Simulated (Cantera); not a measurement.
Feed: 1 mol SiHCl3, 0.84 mol Cl2, 120 mol H2, held at 902 °C and 1.00 bar.

These are equilibrium values from Cantera (NASA tables, ideal gas, pure condensed phases), not measurements of a reactor. Candidate condensed phases: Si; 19 gas species. The tables' values for SiCl3 are old estimates; treat these amounts as uncertain. Kinetics and transport are ignored.

Base state: H2 0.977, HCl 0.0163, SiHCl3 0.00317, SiCl4 0.00224, SiCl2 0.000619, SiH2Cl2 0.000576, SiCl3 0.000377, SiH3Cl 2.83e-5 (mole fractions); condensed: Si(s).

### Question
What changes in the equilibrium state with this change: Cl2 from 0.84 to 0.075 mol?

### Answer
```json
[
 {"species": "H2", "before": "0.977", "after": "0.982"},
 {"species": "HCl", "before": "0.0163", "after": "0.0136"},
 {"species": "SiHCl3", "before": "0.00317", "after": "0.00185"},
 {"species": "SiCl4", "before": "0.00224", "after": "0.00109"},
 {"species": "SiCl3", "before": "0.000377", "after": "0.000219"},
 {"species": "SiCl2", "before": "0.000619", "after": "0.000432"},
 {"species": "SiH2Cl2", "before": "0.000576", "after": "0.000403"},
 {"species": "SiH3Cl", "before": "2.83e-5", "after": "2.39e-5"},
 {"species": "Si(s), mol", "before": "0.143", "after": "0.511"}
]
```
